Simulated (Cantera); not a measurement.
A closed system holds: 1 mol CCl4, 0.063 mol H2, equilibrated at 13.3 mbar.

These are equilibrium values from Cantera (NASA tables, ideal gas, pure condensed phases), not measurements of a reactor. Candidate condensed phases: C, C6H6, C7H8, C8H18; 91 gas species. Equilibrium is a limit: real reactors are often held back by kinetics, nucleation or transport. All values below are at 1152 °C.

Base state: Cl2 0.698, Cl 0.249, HCl 0.0535 (mole fractions); condensed: C(graphite).

What changes in the equilibrium state with this change: H2 from 0.063 to 3.2 mol?


```json
[
 {"species": "HCl", "before": "0.0535", "after": "0.769"},
 {"species": "H2", "before": "<1e-9", "after": "0.231"},
 {"species": "Cl", "before": "0.249", "after": "7.75e-5"},
 {"species": "Cl2", "before": "0.698", "after": "6.78e-8"},
 {"species": "H", "before": "<1e-9", "after": "2.84e-5"},
 {"species": "C(graphite), mol", "before": "1.000", "after": "1.000"}
]
```
